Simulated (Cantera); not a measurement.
**Equilibrium for carbon deposition, reforming and gasification: CO + H₂O + CO₂**

A closed system holds: 1 mol CO, a varied amount of H₂O, 0.26 mol CO₂, equilibrated at 2998 K and 45.0 Pa.

Equilibrium computed with Cantera from the NASA thermochemical tables; the gas is ideal and each condensed phase is pure. Candidate condensed phases: C, C₆H₆, C₇H₈, C₈H₁₈, H₂O; 110 gas species. Equilibrium is a limit: real reactors are often held back by kinetics, nucleation or transport.

From 0.076 mol H₂O to 1.3 mol H₂O nothing is condensed. The main C-bearing gas is CO throughout.

| n(H₂O) (mol) | x CO | x H | x O | x H₂ | x OH |
|---|---|---|---|---|---|
| 0.076 | 0.722 | 0.0865 | 0.188 | 0.000137 | 0.000485 |
| 0.11 | 0.682 | 0.118 | 0.196 | 0.000255 | 0.000690 |
| 0.15 | 0.641 | 0.151 | 0.204 | 0.000418 | 0.000918 |
| 0.22 | 0.579 | 0.200 | 0.215 | 0.000732 | 0.00128 |
| 0.31 | 0.516 | 0.251 | 0.227 | 0.00115 | 0.00170 |
| 0.44 | 0.446 | 0.306 | 0.241 | 0.00172 | 0.00220 |
| 0.62 | 0.375 | 0.362 | 0.254 | 0.00240 | 0.00275 |
| 0.88 | 0.305 | 0.418 | 0.267 | 0.00319 | 0.00333 |
| 1.3 | 0.234 | 0.473 | 0.281 | 0.00409 | 0.00396 |
x: gas mole fraction; nothing condenses.
